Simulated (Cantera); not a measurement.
# Equilibrium for carbon deposition, reforming and gasification: CO + O₂ + N₂

Feed: 1 mol CO, 0.007 mol O₂, 14 mol N₂, held at 0.000240 bar.

Equilibrium computed with Cantera from the NASA thermochemical tables; the gas is ideal and each condensed phase is pure. Candidate condensed phases: C; 45 gas species. Ions and electrons are included (thermal ionisation). Kinetics and transport are ignored.

From 2500 K to 5000 K nothing is condensed. The main C-bearing gas is CO at 2500 K and C at 5000 K.

```csv
T (K),x N₂,x N,x CO,x O,x C
2500,0.932,1.82e-5,0.0666,0.000855,1.13e-10
2750,0.932,0.000150,0.0666,0.000904,1.28e-8
3000,0.932,0.000868,0.0666,0.000919,6.83e-7
3250,0.929,0.00384,0.0664,0.000949,1.94e-5
3500,0.919,0.0137,0.0658,0.00124,0.000269
3750,0.891,0.0409,0.0634,0.00259,0.00154
4000,0.827,0.104,0.0573,0.00632,0.00517
4250,0.701,0.226,0.0449,0.0140,0.0128
4500,0.509,0.414,0.0266,0.0252,0.0240
4750,0.295,0.627,0.0103,0.0338,0.0327
5000,0.136,0.790,0.00279,0.0356,0.0343
```
x: gas mole fraction; nothing condenses.
